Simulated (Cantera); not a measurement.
Catalytic combustion on Pt

An isothermal plug-flow reactor at 498 K and 110000 Pa (inlet), inlet velocity 0.81 m/s, active area per volume 140 1/m; feed H2 : O2 : N2 = 0.0074 : 0.049 : 0.79 (molar parts).

Cantera simulation using Deutschmann's 1995 Pt surface mechanism with GRI-Mech 3.0 gas chemistry; the numbers are that mechanism's predictions, not measurements. Catalytic surfaces can have several steady states; this one follows from the mechanism file's or the stated starting coverage. Mass transfer to the wall is taken as infinitely fast.

```json
[
 {"z (m)": "0.00022", "x H2": "0.00713", "x O2": "0.0571", "x H2O": "0.00162", "θ free Pt": "0.182", "θ O*": "0.783", "θ OH*": "0.0344"},
 {"z (m)": "0.00037", "x H2": "0.00632", "x O2": "0.0567", "x H2O": "0.00243", "θ free Pt": "0.163", "θ O*": "0.802", "θ OH*": "0.0346"},
 {"z (m)": "0.00062", "x H2": "0.00531", "x O2": "0.0563", "x H2O": "0.00345", "θ free Pt": "0.138", "θ O*": "0.828", "θ OH*": "0.0343"},
 {"z (m)": "0.001", "x H2": "0.00427", "x O2": "0.0558", "x H2O": "0.00450", "θ free Pt": "0.112", "θ O*": "0.855", "θ OH*": "0.0332"},
 {"z (m)": "0.0017", "x H2": "0.00312", "x O2": "0.0552", "x H2O": "0.00565", "θ free Pt": "0.0826", "θ O*": "0.887", "θ OH*": "0.0307"},
 {"z (m)": "0.0029", "x H2": "0.00213", "x O2": "0.0548", "x H2O": "0.00664", "θ free Pt": "0.0569", "θ O*": "0.916", "θ OH*": "0.0270"},
 {"z (m)": "0.0048", "x H2": "0.00142", "x O2": "0.0544", "x H2O": "0.00736", "θ free Pt": "0.0380", "θ O*": "0.939", "θ OH*": "0.0231"},
 {"z (m)": "0.008", "x H2": "0.000902", "x O2": "0.0542", "x H2O": "0.00788", "θ free Pt": "0.0243", "θ O*": "0.957", "θ OH*": "0.0190"},
 {"z (m)": "0.013", "x H2": "0.000575", "x O2": "0.0540", "x H2O": "0.00820", "θ free Pt": "0.0156", "θ O*": "0.969", "θ OH*": "0.0155"},
 {"z (m)": "0.022", "x H2": "0.000347", "x O2": "0.0539", "x H2O": "0.00843", "θ free Pt": "0.00942", "θ O*": "0.978", "θ OH*": "0.0122"}
]
```
x: gas mole fraction; θ: surface coverage.
